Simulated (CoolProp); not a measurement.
Properties of R142b at several states (Tc = 410.3 K, pc = 4055 kPa, ω = 0.232).

Model: reference Helmholtz-energy equation of state, Lemmon 2006, in CoolProp. It is a short technical equation, of lower accuracy than the large ones.

```
T (K)  p (kPa)   phase  isothermal compressibility (1/MPa)  viscosity (µPa s)  conductivity (mW/(m K))
-----  -------  ------  ----------------------------------  -----------------  -----------------------
328.6      747     gas                               1.641               11.4                     13.7
379.1      949     gas                               1.206               13.4                     17.8
235.8      247  liquid                            0.001404                486                      105
```

Viscosity comes from a separate model (Huber 2003), an estimate that may be off by 10 % or more. Thermal conductivity comes from a separate model (Huber 2003), an estimate that may be off by 10 % or more.
